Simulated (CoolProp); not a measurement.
Model: reference Helmholtz-energy equation of state, Thol 2016, in CoolProp.

Problem. For R1234ze(E), give the phase and the Joule-Thomson coefficient (K/MPa), isothermal compressibility (1/MPa), viscosity (µPa s) at 350.1 K and 0.547 MPa.

Solution. 
- 350.1 K and 0.547 MPa: gas; Joule-Thomson coefficient 13.3, isothermal compressibility 1.99, viscosity 14.6

Viscosity comes from a separate model (Bell 2016), an estimate that may be off by 10 % or more.
